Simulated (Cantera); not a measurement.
Input (Python, Cantera) and output of one run.

```python
import numpy as np
import cantera as ct

gas_names = [...]  # 136 gases of nasa_gas.yaml made of C, H, N, O
cond_names = """
    C(gr) C6H6(L) C7H8(L) C8H18(L),n-octa H2O(s) H2O(L)
""".split()


# ... load() reads the species with a 1 bar reference pressure and builds the phases ...
atoms = {
    'C': {'C': 1},
    'O2': {'O': 2},
    'N2': {'N': 2},
    'H2': {'H': 2},
}
top_T = {'C(gr)': 4500}  # K; cautious upper limits of use, not melting points


# ... equilibrate(T, P, feed) seeds the gas with the atoms and calls Mixture.equilibrate('TP', solver="vcs", rtol=1e-11, max_steps=5000) ...
results = []
T = 675  # K
P = 100000  # Pa
for m in [0.84, 2.1, 3.3, 4.5, 5.8, 7, 8.3, 9.5, 11]:
    feed = {'C': 1, 'O2': 0.82, 'N2': 0.66, 'H2': m}  # mol
    mix = equilibrate(T, P, feed)
    results.append((T, P, feed, dict(zip(mix.species_names, mix.species_moles))))

top = {s: max(r[3][s] / sum(r[3][g] for g in gas_names) for r in results) for s in gas_names}
cols = sorted((s for s in top if top[s] > 1e-06), key=lambda s: -top[s])[:8]
seen = [c for c in cond_names if any(r[3].get(c, 0) > 1e-12 for r in results)]
print("log10 of partial pressures in bar; condensed amounts in mol")
print(f"{'n(H2)':>10s}" + "".join(f"{s[:9]:>10s}" for s in cols + seen))
for T, P, feed, n in results:
    ng = sum(n[g] for g in gas_names)
    print(f"{feed['H2']:10.4g}" + "".join(f"{np.log10(max(n[s] / ng * P / 1e5, 1e-99)):10.3f}" for s in cols)
          + "".join(f"{n.get(c, 0):10.4g}" for c in seen))
```

Output:

```
log10 of partial pressures in bar; condensed amounts in mol
     n(H2)        H2       H2O        N2       CO2       CH4        CO       NH3      C2H6     C(gr)
      0.84    -1.244    -0.559    -0.473    -0.556    -1.323    -2.320    -3.985    -6.959    0.3529
       2.1    -0.975    -0.455    -0.608    -0.888    -0.785    -2.486    -3.649    -6.152    0.2057
       3.3    -0.843    -0.438    -0.709    -1.224    -0.630    -2.708    -3.502    -5.973         0
       4.5    -0.626    -0.431    -0.808    -2.088    -0.642    -3.363    -3.227    -6.215         0
       5.8    -0.402    -0.524    -0.920    -3.269    -0.739    -4.226    -2.946    -6.632         0
         7    -0.298    -0.609    -1.007    -3.939    -0.823    -4.707    -2.834    -6.905         0
       8.3    -0.234    -0.686    -1.085    -4.428    -0.900    -5.054    -2.776    -7.124         0
       9.5    -0.195    -0.746    -1.147    -4.764    -0.961    -5.292    -2.749    -7.284         0
        11    -0.162    -0.812    -1.214    -5.095    -1.027    -5.523    -2.733    -7.449         0
```

These are equilibrium values from Cantera (NASA tables, ideal gas, pure condensed phases), not measurements of a reactor.
